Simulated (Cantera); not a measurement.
What does this Cantera script print?

```python
import numpy as np
import cantera as ct

gas_names = """
    C CH CH2 CH3 CH2OH CH3O CH4 CH3OH CN CO CO2 COOH C2 C2H CHCO,ketyl C2H2,acetylene C2H2,vinylidene
    CH2CO,ketene C2H3,vinyl CH3CN CH3CO,acetyl C2H4 C2H4O,ethylen CH3CHO,ethanal CH3COOH (HCOOH)2 C2H5
    C2H6 CH3OCH3 C2H5OH CCN CNC C2N2 C2O C3 C3H3,propargyl C3H4,allene C3H4,propyne C3H4,cyclo-
    C3H5,allyl C3H6,propylene C3H6,cyclo- C3H6O C3H7,n-propyl C3H7,i-propyl C3H8 C3H8O,1propanol
    C3H8O,2propanol C3O2 C4 C4H2 C4H4,1,3-cyclo- C4H6,butadiene C4H6,2-butyne C4H6,cyclo- C4H8,1-butene
    C4H8,cis2-buten C4H8,tr2-butene C4H8,isobutene C4H8,cyclo- (CH3COOH)2 C4H9,n-butyl C4H9,i-butyl
    C4H9,s-butyl C4H9,t-butyl C4H10,isobutane C4H10,n-butane C4N2 C5 C5H6,1,3cyclo- C5H8,cyclo-
    C5H10,1-pentene C5H10,cyclo- C5H11,pentyl C5H11,t-pentyl C5H12,n-pentane C5H12,i-pentane
    CH3C(CH3)2CH3 C6H2 C6H5,phenyl C6H5O,phenoxy C6H6 C6H5OH,phenol C6H10,cyclo- C6H12,1-hexene
    C6H12,cyclo- C6H13,n-hexyl C7H7,benzyl C7H8 C7H8O,cresol C7H14,1-heptene C7H15,n-heptyl
    C7H16,n-heptane C8H8,styrene C8H10,ethylbenz C8H16,1-octene C8H17,n-octyl C8H18,isooctane
    C8H18,n-octane C9H19,n-nonyl C10H8,naphthale C10H21,n-decyl C12H9,o-bipheny C12H10,bipheny H HCN HCO
    HCCN HNC HNCO HNO HNO2 HNO3 HO2 H2 HCHO,formaldehy HCOOH H2O H2O2 N NCO NH NH2 NH3 NH2OH NO NO2 NO3
    N2 N2H2 N2H4 N2O O OH O2 O3 Pb PbO Pb2
""".split()
cond_names = """
    C(gr) C6H6(L) C7H8(L) C8H18(L),n-octa H2O(s) H2O(L) Pb(cr) Pb(L) PbO(rd) PbO(yw) PbO(L) PbO2(s)
    Pb3O4(s)
""".split()


def load(file, names, dense=False):
    # The tables refer to 1 bar. Condensed volumes are neglected.
    table = {s.name: s for s in ct.Species.list_from_file(file)}
    out = []
    for n in names:
        d = dict(table[n].input_data)
        d["thermo"] = dict(d["thermo"], **{"reference-pressure": 1e5})
        if dense:
            d["equation-of-state"] = {"model": "constant-volume", "density": "1e6 g/cm^3"}
        out.append(ct.Species.from_dict(d))
    return out


gas = ct.Solution(thermo="ideal-gas", species=load("nasa_gas.yaml", gas_names))
cond = {s.name: ct.Solution(thermo="fixed-stoichiometry", species=[s], name=s.name)
        for s in load("nasa_condensed.yaml", cond_names, dense=True)}
atoms = {
    'PbO': {'Pb': 1, 'O': 1},
    'CH4': {'C': 1, 'H': 4},
    'N2': {'N': 2},
    'C': {'C': 1},
}
top_T = {'C(gr)': 4500, 'Pb3O4(s)': 820}  # K; cautious upper limits of use, not melting points


def equilibrate(T, P, feed):
    n = {}
    for name, mol in feed.items():
        for a, k in atoms[name].items():
            n[a] = n.get(a, 0.0) + k * mol
    gas.TPX = T, P, n
    mass = sum(n.values()) * gas.mean_molecular_weight
    gas.equilibrate("TP")
    valid = [c for c in cond.values() if c.min_temp <= T <= top_T.get(c.name, c.max_temp)]
    mix = ct.Mixture([(gas, mass / gas.mean_molecular_weight)] + [(c, 0.0) for c in valid])
    mix.T, mix.P = T, P
    mix.equilibrate("TP", solver="vcs", rtol=1e-11, max_steps=5000)
    return mix


results = []
feed = {'PbO': 1, 'CH4': 2.4, 'N2': 0.21, 'C': 1.8}  # mol
P = 100000  # Pa
for T in [1573, 1623, 1673, 1723, 1773, 1823, 1873, 1923, 1973, 2023, 2073, 2123, 2173, 2223]:
    mix = equilibrate(T, P, feed)
    results.append((T, P, feed, dict(zip(mix.species_names, mix.species_moles))))
    x = sorted(zip(gas.X, gas.species_names), reverse=True)
    print(f"T = {T:g} K  P = {P:g} Pa  gas = {mix.phase_moles(0):.4g} mol")
    print("   x: " + "  ".join(f"{s} {v:.3e}" for v, s in x if v > 1e-05))
    print("   condensed (mol): " + ("  ".join(f"{mix.phase(i).name} {mix.phase_moles(i):.4g}"
          for i in range(1, mix.n_phases) if mix.phase_moles(i) > 1e-12) or "none"))
```

It prints:

```
T = 1573 K  P = 100000 Pa  gas = 6.306 mol
   x: H2 7.588e-01  CO 1.584e-01  Pb 4.803e-02  N2 3.316e-02  CH4 1.056e-03  HCN 2.739e-04  H2O 1.250e-04  H 3.542e-05  Pb2 3.130e-05  C2H2,acetylene 1.567e-05
   condensed (mol): C(gr) 3.192  Pb(L) 0.6968
T = 1623 K  P = 100000 Pa  gas = 6.48 mol
   x: H2 7.388e-01  CO 1.542e-01  Pb 7.337e-02  N2 3.222e-02  CH4 8.092e-04  HCN 3.633e-04  H2O 8.629e-05  Pb2 6.315e-05  H 5.941e-05  C2H2,acetylene 2.574e-05
   condensed (mol): C(gr) 3.193  Pb(L) 0.5238
T = 1673 K  P = 100000 Pa  gas = 6.743 mol
   x: H2 7.102e-01  CO 1.482e-01  Pb 1.092e-01  N2 3.090e-02  CH4 6.124e-04  HCN 4.670e-04  Pb2 1.219e-04  H 9.597e-05  H2O 5.921e-05  C2H2,acetylene 4.047e-05  HNC 1.303e-05
   condensed (mol): C(gr) 3.192  Pb(L) 0.262
T = 1723 K  P = 100000 Pa  gas = 7.006 mol
   x: H2 6.837e-01  CO 1.427e-01  Pb 1.424e-01  N2 2.967e-02  HCN 5.907e-04  CH4 4.703e-04  Pb2 1.820e-04  H 1.508e-04  C2H2,acetylene 6.188e-05  H2O 4.148e-05  HNC 1.871e-05
   condensed (mol): C(gr) 3.192
T = 1773 K  P = 100000 Pa  gas = 7.007 mol
   x: H2 6.836e-01  CO 1.427e-01  Pb 1.424e-01  N2 2.957e-02  HCN 7.638e-04  CH4 3.939e-04  H 2.352e-04  Pb2 1.609e-04  C2H2,acetylene 9.570e-05  H2O 3.186e-05  HNC 2.725e-05
   condensed (mol): C(gr) 3.191
T = 1823 K  P = 100000 Pa  gas = 7.008 mol
   x: H2 6.834e-01  CO 1.427e-01  Pb 1.424e-01  N2 2.946e-02  HCN 9.732e-04  H 3.582e-04  CH4 3.333e-04  C2H2,acetylene 1.444e-04  Pb2 1.432e-04  HNC 3.886e-05  H2O 2.484e-05
   condensed (mol): C(gr) 3.189
T = 1873 K  P = 100000 Pa  gas = 7.009 mol
   x: H2 6.831e-01  CO 1.427e-01  Pb 1.424e-01  N2 2.932e-02  HCN 1.223e-03  H 5.334e-04  CH4 2.845e-04  C2H2,acetylene 2.132e-04  Pb2 1.281e-04  HNC 5.433e-05  H2O 1.963e-05
   condensed (mol): C(gr) 3.186
T = 1923 K  P = 100000 Pa  gas = 7.01 mol
   x: H2 6.827e-01  CO 1.426e-01  Pb 1.424e-01  N2 2.916e-02  HCN 1.518e-03  H 7.784e-04  C2H2,acetylene 3.082e-04  CH4 2.449e-04  Pb2 1.152e-04  HNC 7.458e-05  H2O 1.571e-05
   condensed (mol): C(gr) 3.183
T = 1973 K  P = 100000 Pa  gas = 7.012 mol
   x: H2 6.822e-01  CO 1.426e-01  Pb 1.424e-01  N2 2.897e-02  HCN 1.861e-03  H 1.114e-03  C2H2,acetylene 4.370e-04  CH4 2.124e-04  Pb2 1.040e-04  HNC 1.006e-04  H2O 1.271e-05
   condensed (mol): C(gr) 3.179
T = 2023 K  P = 100000 Pa  gas = 7.013 mol
   x: H2 6.814e-01  CO 1.426e-01  Pb 1.424e-01  N2 2.875e-02  HCN 2.257e-03  H 1.568e-03  C2H2,acetylene 6.087e-04  CH4 1.855e-04  HNC 1.337e-04  Pb2 9.437e-05  H2O 1.040e-05
   condensed (mol): C(gr) 3.173
T = 2073 K  P = 100000 Pa  gas = 7.016 mol
   x: H2 6.805e-01  CO 1.425e-01  Pb 1.424e-01  N2 2.849e-02  HCN 2.709e-03  H 2.169e-03  C2H2,acetylene 8.339e-04  HNC 1.749e-04  CH4 1.631e-04  Pb2 8.593e-05  CH3 1.018e-05
   condensed (mol): C(gr) 3.167
T = 2123 K  P = 100000 Pa  gas = 7.019 mol
   x: H2 6.792e-01  CO 1.425e-01  Pb 1.423e-01  N2 2.820e-02  HCN 3.219e-03  H 2.957e-03  C2H2,acetylene 1.125e-03  HNC 2.257e-04  CH4 1.442e-04  Pb2 7.853e-05  CH3 1.219e-05
   condensed (mol): C(gr) 3.159
T = 2173 K  P = 100000 Pa  gas = 7.022 mol
   x: H2 6.777e-01  CO 1.424e-01  Pb 1.423e-01  N2 2.786e-02  H 3.973e-03  HCN 3.789e-03  C2H2,acetylene 1.496e-03  HNC 2.874e-04  CH4 1.281e-04  Pb2 7.198e-05  CH3 1.445e-05
   condensed (mol): C(gr) 3.149
T = 2223 K  P = 100000 Pa  gas = 7.027 mol
   x: H2 6.758e-01  CO 1.423e-01  Pb 1.422e-01  N2 2.749e-02  H 5.266e-03  HCN 4.422e-03  C2H2,acetylene 1.961e-03  HNC 3.614e-04  CH4 1.143e-04  Pb2 6.617e-05  CH3 1.699e-05
   condensed (mol): C(gr) 3.138
```

These are equilibrium values from Cantera (NASA tables, ideal gas, pure condensed phases), not measurements of a reactor.
